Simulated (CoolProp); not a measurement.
R143a along the isobar 30 bar: Z from the reference equation and from simpler models built on Tc = 345.9 K, pc = 37.62 bar, ω = 0.261; each cubic takes its own stable root.

Computed with CoolProp (reference Helmholtz-energy equation of state, Lemmon and Jacobsen 2000).

```
T (K)   phase  reference
-----  ------  ---------
326.3  liquid     0.1164
339.7     gas     0.5594
353.1     gas     0.6572
366.4     gas     0.7169
379.8     gas     0.7608
393.1     gas     0.7947
406.5     gas     0.8222
419.9     gas     0.8451
433.2     gas     0.8641
446.6     gas     0.8805
459.9     gas     0.8945
473.3     gas     0.9068
486.6     gas     0.9175
500       gas     0.9269
```

Problem. How far does each simpler model (van der Waals, Redlich-Kwong, Soave-Redlich-Kwong) lie from the reference over these 14 states: mean and median of the absolute difference, and the worst?

Solution. 
- van der Waals: mean 8.8 %, median 2.1 %, worst +81.5 % at 326.3 K and 30 bar
- Redlich-Kwong: mean 4.1 %, median 1.2 %, worst +35.9 % at 326.3 K and 30 bar
- Soave-Redlich-Kwong: mean 4.4 %, median 2.1 %, worst +29.0 % at 326.3 K and 30 bar
